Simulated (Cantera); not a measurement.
Cantera with NASA thermochemical tables; ideal gases at 1 bar, condensed phases pure. Values are per mole of reaction as written; species without (g) are pure solids or liquids, kept so even where they would boil at 1 bar.

Question: Between 423 and 673 K, where is each reaction favourable under standard conditions?
- 4 PH₃(g) + 10 O(g) + 4 N(g) ⇌ P₄O₁₀ + 4 NH₃(g)

Answer: 
- 4 PH₃(g) + 10 O(g) + 4 N(g) ⇌ P₄O₁₀ + 4 NH₃(g): ΔG° is -6723 kJ at 423 K and -6199 kJ at 673 K; it stays negative (K > 1). ΔH° is -7606 kJ and ΔS° -2090 J/K at 673 K.
